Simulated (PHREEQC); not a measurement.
Synthetic water in mg/L, 17 °C, pH 5.65, pe 11.9:

```
constituent             mg/L
------------------  --------
Na                    0.0449
K                    0.00267
Ca                   0.00487
Mg                   0.00139
Cl                    0.0581
S(6) as SO4           0.0339
Alkalinity as HCO3   0.00422
F                   0.000201
```

Valence states are taken as typed.

All values are PHREEQC results (ion-association model, phreeqc.dat), not measurements.

| Quantity | Result |
|---|---|
| ionic strength | 5.18e-6 mol/kgw |
| charge-balance error | -0.5 % |

| species | molality | activity | log γ |
|---|---|---|---|
| CO2 | 1.31e-5 | 1.31e-5 | 0.000 |
| HCO3- | 2.31e-6 | 2.30e-6 | -0.001 |
| H+ | 2.25e-6 | 2.24e-6 | -0.001 |
| Na+ | 1.95e-6 | 1.95e-6 | -0.001 |
| Cl- | 1.64e-6 | 1.63e-6 | -0.001 |
| SO4-2 | 3.53e-7 | 3.49e-7 | -0.005 |
| Ca+2 | 1.21e-7 | 1.20e-7 | -0.005 |

Precipitation was switched off in this run. Species that the database lacks are ignored.
